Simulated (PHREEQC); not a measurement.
Consider water at 35 °C with 0.018 mol NiSO4, 8.9e-05 mol NaOH and 5.1e-05 mol MnSO4 per kg of water. Closed to the air; pH follows from the charge balance.

The numbers come from PHREEQC with the ion-association model, wateq4f.dat.

Each row changes one thing in this solution. This is a speciation only: nothing precipitates in the calculation.

| case | pH | ionic strength (mol/kgw) | SO4-2 (mol/kgw) | NaSO4- (mol/kgw) | SI of Mirabilite (Na2SO4:10H2O) |
|---|---|---|---|---|---|
| as made | 7.68 | 0.0474 | 0.0119 | 2.52e-6 | -9.89 |
| MnSO4 replaced by Al2(SO4)3 at the same molality | 5.38 | [?] | 0.0119 | 2.52e-6 | -9.89 |
| diluted 10-fold with water | [?] | 0.00618 | 0.00155 | 5.22e-8 | -12.47 |
| MnSO4 replaced by CaSO4 at the same molality | 7.68 | 0.0474 | 0.0119 | 2.52e-6 | -9.89 |
| MnSO4 left out | 7.68 | [?] | 0.0118 | 2.51e-6 | [?] |
| NiSO4 left out | 9.58 | 0.000274 | 5.06e-5 | 2.22e-8 | -11.79 |
| NaOH from 8.9e-05 to 4.45e-05 mol/kgw | 7.39 | 0.0474 | 0.0118 | 1.26e-6 | -10.50 |
| NiSO4 from 0.018 to 0.009 mol/kgw | 7.88 | 0.0259 | 0.00650 | 1.64e-6 | [?] |

Question: Complete the blanks.

Answer: 
- MnSO4 replaced by Al2(SO4)3 at the same molality, ionic strength (mol/kgw): 0.0476
- diluted 10-fold with water, pH: 7.41
- MnSO4 left out, ionic strength (mol/kgw): 0.0473
- MnSO4 left out, SI of Mirabilite (Na2SO4:10H2O): -9.90
- NiSO4 from 0.018 to 0.009 mol/kgw, SI of Mirabilite (Na2SO4:10H2O): -10.04

Species that the database lacks are ignored. Some of these states are supersaturated (in Al(OH)3(a), Boehmite (slow to form), for instance). In wateq4f.dat the enthalpy of Ni(OH)2 has the wrong sign, so its saturation index can't be trusted away from 25 °C.
